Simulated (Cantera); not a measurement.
A perfectly stirred reactor is fed with NO : N2 = 1 : 1.5 (molar parts), at 0.340 bar; it is held at 2175 K, and followed from long to short residence time.

Computed with Cantera and GRI-Mech 3.0 (53 species, 325 reactions).

**Question.** What does this change do: pressure from 0.340 bar to 1.40 bar?

**Answer.** 
| quantity | before | after |
|---|---|---|
| x(NO) at τ = 8.00 s | 0.0290 | 0.0208 |
| x(N2) at τ = 8.00 s | 0.785 | 0.789 |
| x(O2) at τ = 8.00 s | 0.184 | 0.189 |
| x(N2O) at τ = 8.00 s | 6.46e-7 | 8.92e-7 |
| x(O) at τ = 8.00 s | 0.00171 | 0.000852 |
| x(NO) at τ = 57.0 ms | 0.351 | 0.283 |
| x(N2) at τ = 57.0 ms | 0.624 | 0.658 |
| x(O2) at τ = 57.0 ms | 0.0239 | 0.0582 |
| x(N2O) at τ = 57.0 ms | 5.67e-5 | 4.01e-5 |
| x(O) at τ = 57.0 ms | 0.000726 | 0.000502 |

**Question.** What does this change do: temperature 2175 to 1850 K?

**Answer.** 
```json
[
 {"quantity": "x(NO) at τ = 8.00 s", "before": "0.0290", "after": "0.224"},
 {"quantity": "x(N2) at τ = 8.00 s", "before": "0.785", "after": "0.688"},
 {"quantity": "x(O2) at τ = 8.00 s", "before": "0.184", "after": "0.0877"},
 {"quantity": "x(N2O) at τ = 8.00 s", "before": "6.46e-7", "after": "1.97e-5"},
 {"quantity": "x(O) at τ = 8.00 s", "before": "0.00171", "after": "0.000101"},
 {"quantity": "x(NO) at τ = 57.0 ms", "before": "0.351", "after": "0.397"},
 {"quantity": "x(N2) at τ = 57.0 ms", "before": "0.624", "after": "0.601"},
 {"quantity": "x(O2) at τ = 57.0 ms", "before": "0.0239", "after": "0.00115"},
 {"quantity": "x(N2O) at τ = 57.0 ms", "before": "5.67e-5", "after": "6.25e-5"},
 {"quantity": "x(O) at τ = 57.0 ms", "before": "0.000726", "after": "2.78e-5"}
]
```
